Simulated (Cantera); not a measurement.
Feed: 1 mol Si3N4, 0.18 mol H2O, 600 mol H2, held at 900 K and 13.3 mbar.

Method: chemical equilibrium by Gibbs-energy minimisation in Cantera with the NASA 1993 tables (ideal gas, pure condensed phases). Candidate condensed phases: H2O, Si, SiO2, Si2N2O, Si3N4; 35 gas species. Equilibrium is a limit: real reactors are often held back by kinetics, nucleation or transport.

Base state: H2 1.000, N2 9.99e-5 (mole fractions); condensed: Si2N2O(s) + Si3N4(s).

Problem. What changes in the equilibrium state with this change: H2O from 0.18 to 2.1 mol?

Solution. 
| species | before | after |
|---|---|---|
| H2 | 1.000 | 0.999 |
| N2 | 9.99e-5 | 0.00116 |
| Si2N2O(s), mol | 0.180 | 1.30 |
| Si3N4(s), mol | 0.880 | 0 |
| SiO2(β-quartz), mol | 0 | 0.399 |
